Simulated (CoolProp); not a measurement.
Saturation properties of CH3F (R41).

The numbers come from the reference Helmholtz-energy equation of state, Lemmon 2006 in CoolProp. It is a short technical equation, of lower accuracy than the large ones.

```json
[
 {"T (K)": "168", "p (kPa)": "17.71", "vapour density (kg/m³)": "0.4378", "enthalpy of vaporisation (kJ/kg)": "522.4", "surface tension (mN/m)": "19.8"},
 {"T (K)": "177", "p (kPa)": "34.00", "vapour density (kg/m³)": "0.8040", "enthalpy of vaporisation (kJ/kg)": "511.2", "surface tension (mN/m)": "18.3"},
 {"T (K)": "186", "p (kPa)": "60.83", "vapour density (kg/m³)": "1.382", "enthalpy of vaporisation (kJ/kg)": "499.6", "surface tension (mN/m)": "16.9"},
 {"T (K)": "195.1", "p (kPa)": "103.0", "vapour density (kg/m³)": "2.259", "enthalpy of vaporisation (kJ/kg)": "487.2", "surface tension (mN/m)": "15.4"},
 {"T (K)": "204.1", "p (kPa)": "164.9", "vapour density (kg/m³)": "3.508", "enthalpy of vaporisation (kJ/kg)": "474.4", "surface tension (mN/m)": "14.0"},
 {"T (K)": "213.2", "p (kPa)": "253.6", "vapour density (kg/m³)": "5.265", "enthalpy of vaporisation (kJ/kg)": "460.5", "surface tension (mN/m)": "12.6"},
 {"T (K)": "222.2", "p (kPa)": "374.0", "vapour density (kg/m³)": "7.616", "enthalpy of vaporisation (kJ/kg)": "445.9", "surface tension (mN/m)": "11.3"},
 {"T (K)": "231.2", "p (kPa)": "533.8", "vapour density (kg/m³)": "10.73", "enthalpy of vaporisation (kJ/kg)": "430.1", "surface tension (mN/m)": "9.99"},
 {"T (K)": "240.3", "p (kPa)": "743.4", "vapour density (kg/m³)": "14.84", "enthalpy of vaporisation (kJ/kg)": "412.7", "surface tension (mN/m)": "8.70"}
]
```

It boils at 194.8 K under 1 atm.

Surface tension comes from a separate correlation (Mulero 2012).
